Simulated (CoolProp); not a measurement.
Vapour-liquid equilibrium of CH2F2 (R32) (1) + propylene (2) at 0.108 MPa; x and y are mole fractions of (1).

Values from CoolProp's multi-fluid Helmholtz-energy mixture model, Tillner-Roth 1997 and Lemmon 2013; pair parameters Bell 2016.

Give the bubble temperature and the first vapour's composition at x = 0.125, 0.725, 0.875. Is there an azeotrope?

x = 0.125: 218.9 K, y = 0.375; x = 0.725: 215.3 K, y = 0.588; x = 0.875: 216.6 K, y = 0.668. y crosses x between x = 0.5 and 0.575: the model has an azeotrope there.

The pair parameters rest on a limited set of measurements; away from them the model extrapolates.
